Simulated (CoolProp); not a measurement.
Vapour-liquid equilibrium of ethanol (1) + dimethyl carbonate (2) at 15.25 °C; x and y are mole fractions of (1).

Model: multi-fluid Helmholtz-energy mixture model, Schroeder 2014 and Zhou 2011; pair parameters Bell 2016, in CoolProp.

```json
[
 {"x": "0.05", "bubble pressure, mixture model (MPa)": "0.004966", "bubble pressure, Raoult's law (MPa)": "0.004320", "y, mixture model": "0.171", "y, Raoult's law": "0.051"},
 {"x": "0.125", "bubble pressure, mixture model (MPa)": "[?]", "bubble pressure, Raoult's law (MPa)": "0.004326", "y, mixture model": "0.314", "y, Raoult's law": "0.127"},
 {"x": "0.2", "bubble pressure, mixture model (MPa)": "0.006024", "bubble pressure, Raoult's law (MPa)": "0.004332", "y, mixture model": "0.393", "y, Raoult's law": "0.203"},
 {"x": "0.275", "bubble pressure, mixture model (MPa)": "[?]", "bubble pressure, Raoult's law (MPa)": "0.004338", "y, mixture model": "0.443", "y, Raoult's law": "0.279"},
 {"x": "0.35", "bubble pressure, mixture model (MPa)": "0.006379", "bubble pressure, Raoult's law (MPa)": "0.004344", "y, mixture model": "0.475", "y, Raoult's law": "0.354"},
 {"x": "0.425", "bubble pressure, mixture model (MPa)": "0.006439", "bubble pressure, Raoult's law (MPa)": "0.004350", "y, mixture model": "0.498", "y, Raoult's law": "0.429"},
 {"x": "0.5", "bubble pressure, mixture model (MPa)": "0.006460", "bubble pressure, Raoult's law (MPa)": "0.004356", "y, mixture model": "0.516", "y, Raoult's law": "0.505"},
 {"x": "0.575", "bubble pressure, mixture model (MPa)": "[?]", "bubble pressure, Raoult's law (MPa)": "0.004362", "y, mixture model": "0.532", "y, Raoult's law": "0.579"},
 {"x": "0.65", "bubble pressure, mixture model (MPa)": "0.006421", "bubble pressure, Raoult's law (MPa)": "0.004368", "y, mixture model": "[?]", "y, Raoult's law": "0.654"},
 {"x": "0.725", "bubble pressure, mixture model (MPa)": "0.006340", "bubble pressure, Raoult's law (MPa)": "0.004374", "y, mixture model": "0.575", "y, Raoult's law": "0.729"},
 {"x": "0.8", "bubble pressure, mixture model (MPa)": "0.006168", "bubble pressure, Raoult's law (MPa)": "0.004380", "y, mixture model": "0.613", "y, Raoult's law": "0.803"},
 {"x": "0.875", "bubble pressure, mixture model (MPa)": "[?]", "bubble pressure, Raoult's law (MPa)": "0.004386", "y, mixture model": "0.680", "y, Raoult's law": "0.877"},
 {"x": "0.95", "bubble pressure, mixture model (MPa)": "0.005151", "bubble pressure, Raoult's law (MPa)": "0.004392", "y, mixture model": "0.815", "y, Raoult's law": "0.951"}
]
```

Task: Fill in the missing entries.

Result: 
- 0.125, bubble pressure, mixture model (MPa): 0.005626
- 0.275, bubble pressure, mixture model (MPa): 0.006254
- 0.575, bubble pressure, mixture model (MPa): 0.006455
- 0.65, y, mixture model: 0.550
- 0.875, bubble pressure, mixture model (MPa): 0.005823

The largest gap from Raoult's law is +48.3 % in bubble pressure, at x = 0.5. y crosses x between x = 0.5 and 0.575: the model has an azeotrope there.

The pair parameters rest on a limited set of measurements; away from them the model extrapolates.
